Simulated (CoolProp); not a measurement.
A single-stage vapour-compression cycle with R1336mzz(Z): evaporating at 265.15 K (dew point), condensing at 298.15 K (bubble point), superheat 2 K, subcooling 0 K, compressor efficiency 0.85, no pressure losses. Each further row changes one setting.

The numbers come from the reference Helmholtz-energy equation of state, McLinden 2020 in CoolProp.

```csv
case,cooling COP,pressure ratio,discharge temperature (K),refrigerating effect (kJ/kg),volumetric capacity (kJ/m³)
as stated,5.97,4.44,299.4,145,180
evaporating temperature 270.15 K,7.33,3.44,299.0,149,235
condensing temperature 293.15 K,7.22,3.64,294.9,151,188
subcooling 5 K,6.22,4.44,299.4,151,188
superheat 12 K,6.06,4.44,309.5,153,183
compressor efficiency 0.75,5.27,4.44,303.1,145,180
```
